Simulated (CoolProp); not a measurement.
Vapour pressure (MPa) of R21: the reference equation beside estimates from Tc = 452.7 K, pc = 5.289 MPa, ω = 0.206. Clausius-Clapeyron is anchored at 210.2 K with a constant enthalpy of vaporisation of 28.09 kJ/mol.

The numbers come from the reference Helmholtz-energy equation of state, Platzer 1990 in CoolProp. This equation is an older, rougher fit; its heat capacities, sound speeds and derivatives of the liquid may be far off and weren't checked against measurements.

| T (K) | reference | Clausius-Clapeyron | Redlich-Kwong |
|---|---|---|---|
| 210.2 | 0.002002 | 0.002002 | 0.004021 |
| 215.8 | 0.003035 | 0.003038 | 0.006004 |
| 221.4 | 0.004488 | 0.004513 | 0.008737 |
| 227 | 0.006493 | 0.006576 | 0.01242 |
| 232.6 | 0.009202 | 0.009409 | 0.01728 |
| 238.2 | 0.01280 | 0.01324 | 0.02357 |
| 243.8 | 0.01750 | 0.01834 | 0.03157 |
| 249.4 | 0.02354 | 0.02503 | 0.04161 |
| 255 | 0.03119 | 0.03370 | 0.05400 |
| 260.6 | 0.04076 | 0.04479 | 0.06911 |
| 266.2 | 0.05258 | 0.05883 | 0.08731 |
| 271.8 | 0.06701 | 0.07641 | 0.1090 |

Absolute difference from the reference over all 12 rows, mean and median: Clausius-Clapeyron 5.2 and 4.1 %, Redlich-Kwong 82.1 and 82.3 %.
